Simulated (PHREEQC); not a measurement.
Model water analysis in mmol/kgw, 25 °C, pH 3.11, pe 12.1: Na 49.2; K 6.3; Ca 5.56; Mg 10.8; Cl 24.5; S(6) 34.1; Mn(2) 0.0235; Al 0.0164; Si 0.158; Pb 0.777; Cu(2) 0.0441.

Cl is adjusted to close the charge balance.
Valence states are taken as typed.

Model: ion-association model, phreeqc.dat, run in PHREEQC.

No solid was allowed to form.

Problem. Predict the ionic strength, specific conductance, density.

Solution. ionic strength 0.107 mol/kgw; specific conductance 7520 µS/cm; density 1.002 g/cm³.

Problem. In which forms is Al present?

Solution. AlSO4+ 70 %, Al(SO4)2- 19 %, Al+3 11 % of the Al.

The solution is supersaturated, for example in Anglesite, Quartz (slow to form), so a real one may precipitate; this is no full list. Complexes and solids missing from the database can't appear.
